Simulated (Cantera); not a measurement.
Charge: 1 mol CH3SiH3, 0.52 mol HCl, 3.9 mol H2, 0.23 mol C3H8, held at 1452 °C and 10.0 mbar.

Cantera equilibrium calculation (NASA polynomials, part measured and part estimated; ideal gas, pure solids and liquids). The feed counts by its element totals alone. The numbers say what is thermodynamically allowed, not how fast it happens.

| species | before | after |
|---|---|---|
| H2 | 0.936 | 0.938 |
| HCl | 0.0617 | 0.0602 |
| CH4 | 8.75e-6 | 0.00111 |
| H | 0.00180 | 1.11e-8 |
| SiCl4 | 9.12e-9 | 0.000518 |
| Cl | 9.17e-5 | <1e-9 |
| C2H2 (acetylene) | 8.62e-5 | <1e-9 |
| SiHCl3 | 2.87e-8 | 4.62e-5 |
| SiCl2 | 0.000236 | 1.94e-6 |
| C(graphite), mol | 0.690 | 0.686 |
| SiC(s), mol | 0.998 | 0.995 |
Gas species are given as mole fractions.

**Question.** Name the change that produced these shifts.
(A) temperature from 1452 °C to 2050 °C
(B) temperature from 1452 °C to 2125 °C
(C) CH3SiH3 replaced by SiH2Cl2
(D) temperature from 1452 °C to 702 °C

**Answer.** D, temperature from 1452 °C to 702 °C
